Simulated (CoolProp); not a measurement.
Vapour-liquid equilibrium of propylene (1) + benzene (2) at 327.8 K; x and y are mole fractions of (1).

Values from CoolProp's multi-fluid Helmholtz-energy mixture model, Lemmon 2013 and Thol 2012; pair parameters Bell 2016.

### Question
Give the bubble pressure and the first vapour's composition at x = 0.05, 0.25, 0.35. Is there an azeotrope?

### Answer
x = 0.05: 0.1955 MPa, y = 0.780; x = 0.25: 0.7204 MPa, y = 0.942; x = 0.35: 0.9386 MPa, y = 0.957. No azeotrope shows between x = 0.05 and 0.95.

The pair parameters rest on a limited set of measurements; away from them the model extrapolates. The gap from Raoult's law changes sign with composition, which may be real or a fault of the pair parameters; it wasn't checked against measurements.
